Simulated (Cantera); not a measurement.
Feed: 1 mol SiCl4, 0.13 mol O2, 8.4 mol H2, equilibrated at 1900 K and 0.225 Torr.

Equilibrium computed with Cantera from the NASA thermochemical tables; the gas is ideal and each condensed phase is pure. Candidate condensed phases: H2O, Si, SiO2; 30 gas species. The tables' values for SiCl, SiCl3 are old estimates; treat these amounts as uncertain. Rates play no part.

Base state: H2 0.624, HCl 0.239, SiCl2 0.0551, H 0.0362, SiO 0.0236, Cl 0.0105, Si 0.00932, SiCl 0.00241 (mole fractions); condensed: gas only.

Q: What changes in the equilibrium state with this change: O2 from 0.13 to 0.35 mol?

A: 
| species | before | after |
|---|---|---|
| H2 | 0.624 | 0.574 |
| HCl | 0.239 | 0.291 |
| SiO | 0.0236 | 0.0614 |
| SiCl2 | 0.0551 | 0.0230 |
| Cl | 0.0105 | 0.0133 |
| H | 0.0362 | 0.0347 |
| Si2 | 1.66e-5 | 1.13e-6 |
| SiH | 0.000111 | 2.77e-5 |
| Si | 0.00932 | 0.00243 |

Q: What changes in the equilibrium state with this change: SiCl4 replaced by TEOS?

A: 
```
species            before     after
----------------  -------  --------
H2                  0.624     0.774
CO                      0     0.183
H                  0.0362    0.0403
HCl                 0.239         0
SiCl2              0.0551         0
Cl                 0.0105         0
SiO                0.0236   0.00133
Si                0.00932   0.00156
SiCl              0.00241         0
C2H2 (acetylene)        0  0.000295
SiCl3             9.63e-5         0
C(graphite), mol        0      2.82
SiC(s), mol             0     0.930
```
The feed counts by its element totals alone. Further candidate phases: C, C6H6, C7H8, C8H18, SiC.

Q: What changes in the equilibrium state with this change: SiCl4 replaced by Si2H6?

A: 
| species | before | after |
|---|---|---|
| H2 | 0.624 | 0.893 |
| H | 0.0362 | 0.0433 |
| Si | 0.00932 | 0.0420 |
| HCl | 0.239 | 0 |
| SiCl2 | 0.0551 | 0 |
| Cl | 0.0105 | 0 |
| SiO | 0.0236 | 0.0209 |
| SiCl | 0.00241 | 0 |
| SiCl3 | 9.63e-5 | 0 |
| Si3 | 8.32e-7 | 7.62e-5 |
| Si(l), mol | 0 | 1.20 |
The feed counts by its element totals alone. Gases not in the tables: Si2H6 and higher silanes.
